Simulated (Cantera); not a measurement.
What does this Cantera script print?

```python
import numpy as np
import cantera as ct

gas_names = """
    Cr CrN H H2 N NH NH2 NH3 N2 N2H2 N2H4
""".split()
cond_names = """
    Cr(cr) Cr(L) CrN(s) Cr2N(s)
""".split()


# ... load() reads the species with a 1 bar reference pressure and builds the phases ...
atoms = {
    'Cr': {'Cr': 1},
    'NH3': {'N': 1, 'H': 3},
    'H2': {'H': 2},
}
top_T = {'CrN(s)': 1900, 'Cr2N(s)': 1900}  # K; cautious upper limits of use, not melting points


# ... equilibrate(T, P, feed) seeds the gas with the atoms and calls Mixture.equilibrate('TP', solver="vcs", rtol=1e-11, max_steps=5000) ...
results = []
feed = {'Cr': 1, 'NH3': 9.2, 'H2': 280}  # mol
P = 10000  # Pa
for T in [873, 1023, 1173, 1323, 1473, 1623, 1773, 1923]:
    mix = equilibrate(T, P, feed)
    results.append((T, P, feed, dict(zip(mix.species_names, mix.species_moles))))
    x = sorted(zip(gas.X, gas.species_names), reverse=True)
    print(f"T = {T:g} K  P = {P:g} Pa  gas = {mix.phase_moles(0):.4g} mol")
    print("   x: " + "  ".join(f"{s} {v:.3e}" for v, s in x if v > 0.0001))
    print("   condensed (mol): " + ("  ".join(f"{mix.phase(i).name} {mix.phase_moles(i):.4g}"
          for i in range(1, mix.n_phases) if mix.phase_moles(i) > 1e-12) or "none"))
```

Result:

```
T = 873 K  P = 10000 Pa  gas = 297.9 mol
   x: H2 9.862e-01  N2 1.375e-02
   condensed (mol): CrN(s) 1
T = 1023 K  P = 10000 Pa  gas = 298.1 mol
   x: H2 9.854e-01  N2 1.459e-02
   condensed (mol): Cr2N(s) 0.5
T = 1173 K  P = 10000 Pa  gas = 298.1 mol
   x: H2 9.854e-01  N2 1.459e-02
   condensed (mol): Cr2N(s) 0.5
T = 1323 K  P = 10000 Pa  gas = 298.4 mol
   x: H2 9.846e-01  N2 1.541e-02
   condensed (mol): Cr(cr) 1
T = 1473 K  P = 10000 Pa  gas = 298.4 mol
   x: H2 9.845e-01  N2 1.541e-02
   condensed (mol): Cr(cr) 0.999
T = 1623 K  P = 10000 Pa  gas = 298.4 mol
   x: H2 9.843e-01  N2 1.541e-02  H 2.168e-04
   condensed (mol): Cr(cr) 0.9827
T = 1773 K  P = 10000 Pa  gas = 298.7 mol
   x: H2 9.831e-01  N2 1.540e-02  H 8.920e-04  Cr 6.309e-04
   condensed (mol): Cr(cr) 0.8115
T = 1923 K  P = 10000 Pa  gas = 299.8 mol
   x: H2 9.784e-01  N2 1.534e-02  Cr 3.335e-03  H 2.947e-03
   condensed (mol): none
```

Method: chemical equilibrium by Gibbs-energy minimisation in Cantera with the NASA 1993 tables (ideal gas, pure condensed phases).
